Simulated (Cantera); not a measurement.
An isothermal, constant-pressure homogeneous reactor starts with 6.41 % CH₄, 91.6 % H₂, 2.01 % N₂, at 2700 K and 1330 Pa.

Model: GRI-Mech 3.0 (53 species, 325 reactions), integrated in Cantera. GRI-Mech 3.0 stops at C3 and has no aromatics, soot or wall deposition, so with more carbon than oxygen in the feed, carbon stays in small species such as C2H2 where larger ones or solid carbon would form. Radical loss at walls, strong at low pressure, is not modelled.

Q: Predict: x(CH₄) at 20.0 s; x(H₂) at 20.0 s; x(C₂H₄) at 20.0 s; x(C₂H) at 20.0 s; x(CH₃) at 20.0 s.

A: 
| Quantity | Result |
|---|---|
| x(CH₄) at 20.0 s | 5.97e-7 (gas-phase equilibrium 5.62e-7) |
| x(H₂) at 20.0 s | 0.582 (gas-phase equilibrium 0.582) |
| x(C₂H₄) at 20.0 s | 5.75e-8 (gas-phase equilibrium 5.02e-8) |
| x(C₂H) at 20.0 s | 0.00136 (gas-phase equilibrium 0.00119) |
| x(CH₃) at 20.0 s | 6.61e-6 (gas-phase equilibrium 6.22e-6) |
